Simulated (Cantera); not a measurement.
## Thermodynamics of silicon nitride deposition, feed SiH2Cl2 + N2

Charge: 1 mol SiH2Cl2, a varied amount of N2, equilibrated at 1650 K and 1.00 bar.

Cantera equilibrium calculation (NASA polynomials, part measured and part estimated; ideal gas, pure solids and liquids). Candidate condensed phases: NH4Cl, Si, Si3N4; 28 gas species. The tables' values for SiCl3 are old estimates; treat these amounts as uncertain. The numbers say what is thermodynamically allowed, not how fast it happens.

From 6 mol N2 to 67 mol N2 the condensed part is Si3N4(s). The main Si-bearing gas is SiCl2 throughout. The share of Si in condensed phases is highest at 67 mol N2 (74.5 %) and lowest at 6 mol N2 (71.5 %).

| n(N2) (mol) | x N2 | x HCl | x H2 | x SiCl2 | x SiCl4 | x SiCl3 | n Si3N4(s) |
|---|---|---|---|---|---|---|---|
| 6 | 0.749 | 0.155 | 0.0574 | 0.0141 | 0.0141 | 0.00952 | 0.238 |
| 16 | 0.891 | 0.0719 | 0.0214 | 0.00726 | 0.00417 | 0.00371 | 0.244 |
| 26 | 0.930 | 0.0473 | 0.0128 | 0.00510 | 0.00212 | 0.00222 | 0.246 |
| 36 | 0.949 | 0.0354 | 0.00901 | 0.00399 | 0.00131 | 0.00155 | 0.247 |
| 47 | 0.960 | 0.0277 | 0.00676 | 0.00325 | 0.000877 | 0.00114 | 0.248 |
| 57 | 0.967 | 0.0232 | 0.00549 | 0.00279 | 0.000650 | 0.000909 | 0.248 |
| 67 | 0.972 | 0.0200 | 0.00461 | 0.00245 | 0.000503 | 0.000750 | 0.248 |
x: gas mole fraction; n: condensed amount in mol.
